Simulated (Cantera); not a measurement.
Charge: 1 mol TEOS, 0.55 mol H₂O, 3.3 mol N₂, held at 2098.15 K and 0.100 bar.

Equilibrium computed with Cantera from the NASA thermochemical tables; the gas is ideal and each condensed phase is pure. Candidate condensed phases: C, C₆H₆, C₇H₈, C₈H₁₈, H₂O, Si, SiC, SiO₂, Si₂N₂O, Si₃N₄; 151 gas species. The feed counts by its element totals alone. The numbers say what is thermodynamically allowed, not how fast it happens.

Base state: H₂ 0.563, CO 0.244, N₂ 0.175, H 0.00731, HCN 0.00669, SiO 0.00282, C₂H₂ (acetylene) 0.000804, HNC 0.000450 (mole fractions); condensed: C(graphite) + SiC(s).

### Question
What changes in the equilibrium state with this change: temperature from 2098.15 K to 698 K?

### Answer
| species | before | after |
|---|---|---|
| H₂ | 0.563 | 0.408 |
| N₂ | 0.175 | 0.265 |
| CH₄ | 1.05e-5 | 0.148 |
| CO | 0.244 | 0.00774 |
| CO₂ | 9.71e-8 | 0.0263 |
| H₂O | 1.11e-6 | 0.145 |
| SiO | 0.00282 | <1e-9 |
| H | 0.00731 | <1e-9 |
| HCN | 0.00669 | 1.63e-9 |
| C₂H₂ (acetylene) | 0.000804 | <1e-9 |
| C(graphite), mol | 2.39 | 5.74 |
| SiC(s), mol | 0.945 | 0 |
| SiO₂(α-quartz), mol | 0 | 1.00 |
